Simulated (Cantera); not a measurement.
Halide evaporation, hydrolysis and transport: NaCl + HCl + N2

Charge: 1 mol NaCl, 0.22 mol HCl, 0.11 mol N2, held at 3.60e-5 bar.

These are equilibrium values from Cantera (NASA tables, ideal gas, pure condensed phases), not measurements of a reactor. Candidate condensed phases: NH4Cl, Na, NaCl; 17 gas species. Kinetics and transport are ignored.

From 1248 K to 1448 K nothing is condensed. The main Na-bearing gas is NaCl throughout.

| T (K) | x NaCl | x HCl | x N2 | x Cl |
|---|---|---|---|---|
| 1248 | 0.750 | 0.165 | 0.0828 | 0.000629 |
| 1273 | 0.751 | 0.165 | 0.0827 | 0.000831 |
| 1298 | 0.751 | 0.164 | 0.0827 | 0.00109 |
| 1323 | 0.751 | 0.164 | 0.0827 | 0.00141 |
| 1348 | 0.751 | 0.164 | 0.0827 | 0.00181 |
| 1373 | 0.750 | 0.163 | 0.0826 | 0.00231 |
| 1398 | 0.750 | 0.163 | 0.0826 | 0.00292 |
| 1423 | 0.750 | 0.162 | 0.0825 | 0.00366 |
| 1448 | 0.749 | 0.161 | 0.0825 | 0.00457 |
x: gas mole fraction; nothing condenses.
